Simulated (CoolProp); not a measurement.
Saturation properties of 1,2-dichloroethane.

Model: reference Helmholtz-energy equation of state, Thol 2015, in CoolProp.

| T (°C) | p (bar) | liquid density (kg/m³) | vapour density (kg/m³) | liquid cp (kJ/(kg K)) |
|---|---|---|---|---|
| 112.45 | 2.323 | 1109 | … | 1.407 |
| 114.85 | 2.473 | 1105 | … | 1.411 |
| 117.35 | 2.636 | 1100 | 8.545 | 1.415 |
| 119.75 | 2.801 | 1096 | 9.049 | … |
| 122.25 | 2.981 | 1092 | 9.599 | 1.423 |
| 124.65 | 3.162 | 1088 | 10.15 | 1.427 |
| 127.15 | 3.360 | 1083 | 10.75 | 1.431 |
| 129.55 | 3.558 | … | 11.36 | 1.436 |
| 132.05 | 3.774 | 1074 | 12.01 | 1.440 |
| 134.45 | 3.990 | 1070 | 12.67 | 1.444 |
| 136.95 | 4.226 | … | 13.39 | 1.449 |
| 139.35 | 4.462 | 1061 | 14.10 | … |

Q: Fill in the missing entries.

A: 
- 112.45, vapour density (kg/m³): 7.583
- 114.85, vapour density (kg/m³): 8.043
- 119.75, liquid cp (kJ/(kg K)): 1.419
- 129.55, liquid density (kg/m³): 1079
- 136.95, liquid density (kg/m³): 1065
- 139.35, liquid cp (kJ/(kg K)): 1.453

It boils at 83.5 °C under 1 atm.
